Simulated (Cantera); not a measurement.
Charge: 1 mol C₂H₂, 1.9 mol H₂, at 1.70 mbar.

Equilibrium computed with Cantera from the NASA thermochemical tables; the gas is ideal and each condensed phase is pure. Candidate condensed phases: C, C₆H₆, C₇H₈, C₈H₁₈; 76 gas species. The numbers say what is thermodynamically allowed, not how fast it happens.

x: gas mole fraction; n: condensed amount in mol.

| T (K) | x H₂ | x H | x C₂H₂ (acetylene) | x C₂H | n C(graphite) |
|---|---|---|---|---|---|
| 1300 | 1.000 | 2.68e-5 | 5.76e-7 | <1e-12 | 2.00 |
| 1400 | 1.000 | 0.000118 | 2.52e-6 | <1e-12 | 2.00 |
| 1500 | 1.000 | 0.000427 | 9.02e-6 | 7.26e-12 | 2.00 |
| 1600 | 0.999 | 0.00132 | 2.75e-5 | 1.22e-10 | 2.00 |
| 1700 | 0.996 | 0.00357 | 7.31e-5 | 1.46e-9 | 2.00 |
| 1800 | 0.991 | 0.00865 | 0.000174 | 1.33e-8 | 2.00 |
| 1900 | 0.981 | ___ | ___ | ___ | 2.00 |
| 2000 | 0.961 | 0.0387 | 0.000738 | 5.56e-7 | 2.00 |
| 2100 | 0.926 | 0.0727 | 0.00134 | 2.72e-6 | 1.99 |
| 2200 | 0.870 | ___ | ___ | ___ | 1.99 |
| 2300 | 0.788 | 0.208 | 0.00341 | 4.07e-5 | 1.98 |
| 2400 | 0.677 | 0.318 | 0.00472 | 0.000127 | 1.97 |

Q: What belongs in the gaps?

A: 
- 2200, x H: 0.127
- 2200, x C₂H₂ (acetylene): 0.00223
- 2200, x C₂H: 1.13e-5
- 1900, x H: 0.0191
- 1900, x C₂H₂ (acetylene): 0.000374
- 1900, x C₂H: 9.52e-8
